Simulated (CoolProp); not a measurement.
Sulfur hexafluoride along the isotherm 567.9 K: Z from the reference equation and from simpler models built on Tc = 318.7 K, pc = 3.755 MPa, ω = 0.210; each cubic takes its own stable root.

The numbers come from the reference Helmholtz-energy equation of state, Guder 2009 in CoolProp.

```csv
p (MPa),phase,reference
2.35,gas,0.9822
4.69,supercritical,0.9689
7.04,supercritical,0.9603
9.39,supercritical,0.9571
11.7,supercritical,0.9592
14.1,supercritical,0.9669
16.4,supercritical,0.9792
18.8,supercritical,0.9967
```

Q: How far does each simpler model (van der Waals, Redlich-Kwong, Soave-Redlich-Kwong, Peng-Robinson) lie from the reference over these 8 states: mean and median of the absolute difference, and the worst?

A: 
- van der Waals: mean 8.0 %, median 9.3 %, worst -10.9 % at 567.9 K and 14.1 MPa
- Redlich-Kwong: mean 4.9 %, median 5.4 %, worst -7.2 % at 567.9 K and 18.8 MPa
- Soave-Redlich-Kwong: mean 2.2 %, median 2.4 %, worst +3.0 % at 567.9 K and 16.4 MPa
- Peng-Robinson: mean 1.3 %, median 1.3 %, worst -2.1 % at 567.9 K and 18.8 MPa
